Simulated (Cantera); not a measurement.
## Thermodynamics of silicon carbide growth, feed SiHCl3 + C3H8 + H2

A closed system holds: 1 mol SiHCl3, 0.068 mol C3H8, 270 mol H2, held at 2473.15 K and 133 Pa.

Cantera equilibrium calculation (NASA polynomials, part measured and part estimated; ideal gas, pure solids and liquids). Candidate condensed phases: C, C6H6, C7H8, C8H18, Si, SiC; 109 gas species. Rates play no part.

The x(H2) comes out as 0.540 and the x(H) comes out as 0.449. The x(HCl) comes out as 0.00534 and the x(Cl) is 0.00315. The x(Si) comes out as 0.00278, the x(C2H2 (acetylene)) is 0.000232 and the x(SiC2) comes out as 2.96e-5. The x(SiH) is 2.05e-5, the x(C) is 1.81e-5 and the gas amount comes out as 353.1 mol. The log10 activity of C(graphite) (absent) is -0.68 and the log10 activity of Si(l) (absent) is -3.02.
